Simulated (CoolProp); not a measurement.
Benzene at 293.15 K and 3.3 MPa is throttled through a valve to 0.744 MPa with no heat exchange. Each further row changes one setting.

The numbers come from the reference Helmholtz-energy equation of state, Thol 2012 in CoolProp.

| case | temperature change (K) |
|---|---|
| as stated | (withheld) |
| outlet pressure 0.223 MPa | (withheld) |
| outlet pressure 0.967 MPa | (withheld) |

**Question.** Fill in the missing entries.

**Answer.** 
- as stated, temperature change (K): +1.1
- outlet pressure 0.223 MPa, temperature change (K): +1.3
- outlet pressure 0.967 MPa, temperature change (K): +1.0
